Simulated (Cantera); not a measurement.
Input: 1 mol SiCl4, 0.27 mol C2H4, 18 mol H2, at 2400 °C and 0.500 bar.

Cantera equilibrium calculation (NASA polynomials, part measured and part estimated; ideal gas, pure solids and liquids). Candidate condensed phases: C, C6H6, C7H8, C8H18, Si, SiC; 109 gas species. The tables' values for SiCl, SiCl3 are old estimates; treat these amounts as uncertain. Gases not in the tables: Si2H6 and higher silanes. Rates play no part.

Base state: H2 0.739, HCl 0.140, H 0.0623, SiCl2 0.0154, Si 0.0144, Cl 0.00820, C2H2 (acetylene) 0.00780, SiCl 0.00431 (mole fractions); condensed: gas only.

### Question
What changes in the equilibrium state with this change: temperature from 2400 °C to 1377 °C?

### Answer
| species | before | after |
|---|---|---|
| H2 | 0.739 | 0.831 |
| HCl | 0.140 | 0.146 |
| SiCl2 | 0.0154 | 0.0190 |
| H | 0.0623 | 0.000117 |
| Si | 0.0144 | 1.11e-7 |
| SiC2 | 0.00294 | <1e-9 |
| Si2C | 0.00284 | <1e-9 |
| Si2 | 0.000222 | <1e-9 |
| C2H | 6.65e-5 | <1e-9 |
| C2H2 (acetylene) | 0.00780 | 1.36e-7 |
| SiC(s), mol | 0 | 0.539 |
The tables' values for SiCl3 are old estimates; treat these amounts as uncertain.

### Question
What changes in the equilibrium state with this change: pressure from 0.500 bar to 14.0 mbar?

### Answer
```json
[
 {"species": "H2", "before": "0.739", "after": "0.500"},
 {"species": "H", "before": "0.0623", "after": "0.306"},
 {"species": "HCl", "before": "0.140", "after": "0.105"},
 {"species": "Cl", "before": "0.00820", "after": "0.0450"},
 {"species": "SiCl2", "before": "0.0154", "after": "0.000754"},
 {"species": "Si", "before": "0.0144", "after": "0.0298"},
 {"species": "Si3", "before": "1.63e-5", "after": "1.13e-7"},
 {"species": "SiCl3", "before": "7.12e-5", "after": "5.34e-7"},
 {"species": "CH4", "before": "2.22e-5", "after": "2.62e-7"},
 {"species": "C", "before": "2.16e-6", "after": "7.10e-5"},
 {"species": "C2", "before": "5.76e-7", "after": "1.74e-5"}
]
```
The tables' values for SiCl are old estimates; treat these amounts as uncertain.

### Question
What changes in the equilibrium state with this change: SiCl4 replaced by CH3SiH3?

### Answer
```
species            before   after
----------------  -------  ------
H2                  0.739   0.893
H                  0.0623  0.0685
C2H2 (acetylene)  0.00780  0.0175
HCl                 0.140       0
SiCl2              0.0154       0
Si                 0.0144  0.0116
Cl                0.00820       0
SiCl              0.00431       0
SiC(s), mol             0   0.463
```
The feed counts by its element totals alone.
